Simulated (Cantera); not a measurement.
Charge: 1 mol (CH3)2SiCl2, 0.043 mol C2H2, 440 mol H2, at 0.00133 bar.

These are equilibrium values from Cantera (NASA tables, ideal gas, pure condensed phases), not measurements of a reactor. Candidate condensed phases: C, C6H6, C7H8, C8H18, Si, SiC; 109 gas species. The feed counts by its element totals alone. Equilibrium is a limit: real reactors are often held back by kinetics, nucleation or transport.

What share of the Si ends up in condensed phases as a function of T (°C), at 1150, 1250, 1350, 1450, 1550, 1650, 1750, 1850, 1950, 2050, 2150?


```csv
T (°C),Si condensed (%),as
1150,100.0,SiC(s)
1250,100.0,SiC(s)
1350,99.9,SiC(s)
1450,99.3,SiC(s)
1550,95.6,SiC(s)
1650,74.0,SiC(s)
1750,0.0,-
1850,0.0,-
1950,0.0,-
2050,0.0,-
2150,0.0,-
```
